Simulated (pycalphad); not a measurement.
All values are pycalphad results on the COST 507 light-alloy database (1999) (1 atm), not direct measurements. No gas phase is included, though pure Mg would boil below 1377 °C. These are 1990s assessments: newer ones move some temperatures and phases. Not assessed as a whole: an extrapolation from subsystems, which can miss ternary compounds. Kinetics are ignored, which matters at the lower temperatures.

How does the equilibrium phase assembly of Mg-0.2646Al-0.5279Si-1.05Fe (wt.%) change on cooling from 1377 °C to 77 °C?


```tsv
T (°C)	phases above	phases below
1313.5	LIQUID	BCC_A2 + LIQUID
875 ± 2	BCC_A2 + LIQUID	BCC_B2 + LIQUID
646.0	BCC_B2 + LIQUID	BCC_B2 + HCP_A3 + LIQUID
637.4	BCC_B2 + HCP_A3 + LIQUID	BCC_B2 + HCP_A3 + LIQUID + MG2SI
637.0	BCC_B2 + HCP_A3 + LIQUID + MG2SI	BCC_B2 + HCP_A3 + MG2SI
```
Changes were sought between steps of 50 K, so a narrower field can be missed.

Database names, with the compositions (at.%) that they take in these runs: MG2SI: Mg 67 Si 33. BCC_A2 is bcc; BCC_B2 is ordered bcc (B2); HCP_A3 is hcp.
